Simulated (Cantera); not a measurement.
A perfectly stirred reactor is fed with NO : N2 = 1 : 11 (molar parts), at 20.0 Torr; it is held at 1400 K, and followed from long to short residence time.

Model: GRI-Mech 3.0 (53 species, 325 reactions), integrated in Cantera. Radical loss at walls, strong at low pressure, is not modelled.

What does this change do: temperature 1400 to 2200 K?


```json
[
 {"quantity": "x(NO) at τ = 1.70 s", "before": "0.0833", "after": "0.0521"},
 {"quantity": "x(O) at τ = 1.70 s", "before": "4.79e-8", "after": "0.00186"},
 {"quantity": "x(NO2) at τ = 1.70 s", "before": "7.50e-7", "after": "2.82e-6"},
 {"quantity": "x(N2O) at τ = 1.70 s", "before": "5.35e-7", "after": "1.11e-6"},
 {"quantity": "x(N2) at τ = 1.70 s", "before": "0.917", "after": "0.931"},
 {"quantity": "x(NO) at τ = 0.100 s", "before": "0.0833", "after": "0.0829"},
 {"quantity": "x(O) at τ = 0.100 s", "before": "1.66e-8", "after": "0.000154"},
 {"quantity": "x(NO2) at τ = 0.100 s", "before": "2.69e-8", "after": "3.54e-7"},
 {"quantity": "x(N2O) at τ = 0.100 s", "before": "4.18e-8", "after": "3.39e-6"},
 {"quantity": "x(N2) at τ = 0.100 s", "before": "0.917", "after": "0.917"}
]
```
